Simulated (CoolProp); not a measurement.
Vapour-liquid equilibrium of R125 (1) + R152A (2) at 1.83 bar; x and y are mole fractions of (1).

Model: multi-fluid Helmholtz-energy mixture model, Lemmon 2005 and Outcalt 1996; pair parameters Bell 2016, in CoolProp.

```tsv
x	bubble temperature (K)	y at the bubble point	dew temperature at overall composition x (K)	liquid density (mol/L)
0.05	261.2	(withheld)	262.5	14.72
0.15	257.6	0.312	260.7	(withheld)
0.25	(withheld)	0.457	258.8	14.17
0.35	(withheld)	0.575	256.8	13.90
0.45	249.4	0.674	254.7	13.63
0.55	247.0	0.759	252.4	13.37
0.65	244.8	0.831	250.0	13.11
0.75	242.7	0.892	247.3	12.86
0.85	240.7	0.943	244.2	12.60
0.95	238.8	0.983	240.4	12.35
```

Some entries are withheld; supply them.


- 0.05, y at the bubble point: 0.121
- 0.15, liquid density (mol/L): 14.45
- 0.25, bubble temperature (K): 254.5
- 0.35, bubble temperature (K): 251.8

No azeotrope shows between x = 0.05 and 0.95.

Pair parameters are fitted to limited data, so mixtures are less certain than the pure fluids.
